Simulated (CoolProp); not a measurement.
Vapour-liquid equilibrium of R227EA (1) + isobutene (2) at 26.25 °C; x and y are mole fractions of (1).

Model: multi-fluid Helmholtz-energy mixture model, Lemmon 2016 and Lemmon 2005; pair parameters Bell 2016, in CoolProp.

### Question
Give the bubble pressure and the first vapour's composition at x = 0.05, 0.2, 0.275. Is there an azeotrope?

### Answer
x = 0.05: 0.3632 MPa, y = 0.157; x = 0.2: 0.4473 MPa, y = 0.383; x = 0.275: 0.4708 MPa, y = 0.444. y crosses x between x = 0.65 and 0.725: the model has an azeotrope there.

The pair parameters rest on a limited set of measurements; away from them the model extrapolates.
